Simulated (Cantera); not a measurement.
Feed: 1 mol CH3SiH3, 0.042 mol HCl, 47 mol H2, equilibrated at 3200 Pa.

Equilibrium computed with Cantera from the NASA thermochemical tables; the gas is ideal and each condensed phase is pure. Candidate condensed phases: C, C6H6, C7H8, C8H18, Si, SiC; 109 gas species. The feed counts by its element totals alone. Equilibrium is a limit: real reactors are often held back by kinetics, nucleation or transport.

At 1402 °C, list the 3 most abundant gas species with their mole fractions, and the condensed phases.

H2 0.999, HCl 0.000838, H 0.000649. Condensed: SiC(s).
